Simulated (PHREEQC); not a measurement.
**Acid mine or pickling water**

Model water analysis in mmol/kgw, 25 °C, pH 3.53, pe 12.7:

```json
[
 {"constituent": "Na", "mmol/kgw": "65.9"},
 {"constituent": "K", "mmol/kgw": "0.574"},
 {"constituent": "Ca", "mmol/kgw": "16.9"},
 {"constituent": "Mg", "mmol/kgw": "10.2"},
 {"constituent": "Cl", "mmol/kgw": "24.6"},
 {"constituent": "S(6)", "mmol/kgw": "47.4"},
 {"constituent": "Br", "mmol/kgw": "0.626"},
 {"constituent": "Cu(2)", "mmol/kgw": "0.516"}
]
```

Cl is adjusted to close the charge balance.
Valence states are taken as typed.

Computed with PHREEQC (ion-association model, phreeqc.dat).

```json
{
 "ionic_strength": "0.143 mol/kgw",
 "specific_conductance": "9060 µS/cm",
 "density": "1.004 g/cm³",
 "total_alkalinity": "-0.779 meq/kg"
}
```

```csv
species,molality,activity,log γ
Na+,0.0626,0.0479,-0.116
SO4-2,0.0320,0.0106,-0.482
Cl-,0.0271,0.0200,-0.131
Ca+2,0.0103,0.00363,-0.453
CaSO4,0.00659,0.00681,0.014
Mg+2,0.00540,0.00200,-0.430
MgSO4,0.00480,0.00496,0.014
NaSO4-,0.00331,0.00253,-0.116
Br-,0.000626,0.000453,-0.141
K+,0.000536,0.000395,-0.132
HSO4-,0.000398,0.000303,-0.118
H+,0.000364,0.000295,-0.091
```

This is a speciation only: nothing precipitates in the calculation. Saturation is exceeded, for instance for Gypsum; the values hold only as long as no solid forms.
